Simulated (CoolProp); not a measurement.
Vapour-liquid equilibrium of propane (1) + c-C4F8 (RC318) (2) at 0.37 MPa; x and y are mole fractions of (1).

Values from CoolProp's multi-fluid Helmholtz-energy mixture model, Lemmon 2009 and Platzer 1990; pair parameters Bell 2016. This equation is an older, rougher fit; its heat capacities, sound speeds and derivatives of the liquid may be far off and weren't checked against measurements.

```
x     bubble temperature (°C)  y at the bubble point  dew temperature at overall composition x (°C)  liquid density (mol/L)
----  -----------------------  ---------------------  ---------------------------------------------  ----------------------
0.05                     22.4                  0.239                                           28.8                   7.643
0.2                       6.2                  0.608                                           23.8                   8.322
0.35                     -1.2                      ?                                           18.2                       ?
0.5                         ?                  0.787                                           11.6                   9.465
0.65                     -6.1                  0.823                                            3.8                   10.12
0.8                      -7.3                  0.866                                           -5.1                   10.90
0.95                     -8.0                  0.950                                           -8.0                   11.87
```

### Question
Some entries are withheld; supply them.

### Answer

- 0.35, y at the bubble point: 0.734
- 0.35, liquid density (mol/L): 8.894
- 0.5, bubble temperature (°C): -4.4

No azeotrope shows between x = 0.05 and 0.95.

The pair parameters rest on a limited set of measurements; away from them the model extrapolates. With so large a gap from Raoult's law the liquid may split in two, which this calculation doesn't test in full.
